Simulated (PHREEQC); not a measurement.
Dissolve 4.3 mol/kgw K2CO3, 0.59 mol/kgw H3BO3 and 9.3e-05 mol/kgw H4SiO4 at 25 °C. Closed to the air; pH follows from the charge balance.

Model: Pitzer model, pitzer.dat, run in PHREEQC.

Each row changes one thing in this solution. Precipitation was switched off in this run.

| case | pH | ionic strength (mol/kgw) | B(OH)4- (mol/kgw) | B4O5(OH)4-2 (mol/kgw) | B(OH)3 (mol/kgw) | B3O3(OH)4- (mol/kgw) | SI of SiO2(a) (SiO2) |
|---|---|---|---|---|---|---|---|
| as made | 11.20 | 12.5 | 0.312 | 0.0559 | 0.0333 | 0.00702 | -3.11 |
| 0.057 mol/kgw KOH added | 11.27 | 12.6 | 0.328 | 0.0530 | 0.0310 | 0.00633 | -3.19 |
| H4SiO4 from 9.3e-05 to 0.000465 mol/kgw | 11.20 | 12.5 | 0.312 | 0.0560 | 0.0333 | 0.00702 | -2.41 |
| temperature from 25 to 15 °C | 11.28 | 12.5 | 0.334 | 0.0512 | 0.0318 | 0.00648 | -2.86 |
| K2CO3 left out | 4.00 | 9.16e-5 | 3.76e-6 | 1.17e-9 | 0.590 | 8.78e-5 | -1.36 |

Species that the database lacks are ignored. In brines, pH and single-ion activities rest on the MacInnes convention.
